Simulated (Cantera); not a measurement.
What does this Cantera script print?

```python
import numpy as np
import cantera as ct

gas = ct.Solution("gri30.yaml")
gas.TPX = 1350, 1900, {'H2': 0.17, 'O2': 1, 'N2': 0.16}
reactor = ct.IdealGasConstPressureReactor(gas, energy="off", clone=False)
net = ct.ReactorNet([reactor])
net.rtol, net.atol = 1e-08, 1e-18
show = ['H2', 'O2', 'OH', 'N2O', 'H2O']
times = np.geomspace(3e-06, 200, 11)

steps = ct.SolutionArray(gas, extra=["t"])
rows = []
print(f"{'t/s':>10s}{'T/K':>9s}{'P/Pa':>11s}" + "".join(f"{s:>11s}" for s in show))
for t in times:
    while net.time < t:
        t_next = net.step()
        steps.append(gas.state, t=t_next)
    rows.append([np.interp(t, steps.t, y) for y in (steps.T, steps.P, *steps(*show).X.T)])
    print(f"{t:10.3e}{rows[-1][0]:9.1f}{rows[-1][1]:11.4g}" + "".join(f"{x:11.3e}" for x in rows[-1][2:]))
rate = np.gradient(steps.T, steps.t)
print("integrator steps:", len(steps.t))
if steps.T.max() > steps.T[0] + 200:
    print(f"time of steepest temperature rise: {steps.t[rate.argmax()]:.4e} s")
gas.TPX = 1350, 1900, {'H2': 0.17, 'O2': 1, 'N2': 0.16}
gas.equilibrate("TP")
print(f"equilibrium (TP): T = {gas.T:.1f} K  " + "  ".join(f"{s} {gas[s].X[0]:.3e}" for s in show))
```

Result:

```
       t/s      T/K       P/Pa         H2         O2         OH        N2O        H2O
 3.000e-06   1350.0       1900  1.278e-01  7.519e-01  3.014e-10  4.902e-17  2.153e-11
 1.818e-05   1350.0       1900  1.278e-01  7.519e-01  7.891e-09  3.470e-16  3.630e-09
 1.101e-04   1350.0       1900  1.278e-01  7.519e-01  2.981e-07  4.356e-15  6.454e-07
 6.673e-04   1350.0       1900  2.095e-02  6.808e-01  1.521e-02  2.161e-10  8.186e-02
 4.043e-03   1350.0       1900  4.243e-03  6.775e-01  1.012e-02  1.865e-09  1.086e-01
 2.449e-02   1350.0       1900  1.397e-03  7.176e-01  5.957e-03  3.159e-09  1.284e-01
 1.484e-01   1350.0       1900  6.598e-05  7.337e-01  1.309e-03  6.396e-09  1.357e-01
 8.992e-01   1350.0       1900  3.318e-06  7.348e-01  2.951e-04  7.525e-09  1.364e-01
 5.448e+00   1350.0       1900  3.795e-07  7.349e-01  1.001e-04  5.038e-09  1.365e-01
 3.301e+01   1350.0       1900  2.374e-07  7.349e-01  7.918e-05  1.528e-09  1.365e-01
 2.000e+02   1350.0       1900  2.373e-07  7.349e-01  7.918e-05  1.460e-09  1.365e-01
integrator steps: 1985
equilibrium (TP): T = 1350.0 K  H2 2.374e-07  O2 7.347e-01  OH 7.917e-05  N2O 1.481e-09  H2O 1.365e-01
```

Computed with Cantera and GRI-Mech 3.0 (53 species, 325 reactions). Radical loss at walls, strong at low pressure, is not modelled. The temperature is held fixed by assumption; the heat of reaction is taken as removed at once.
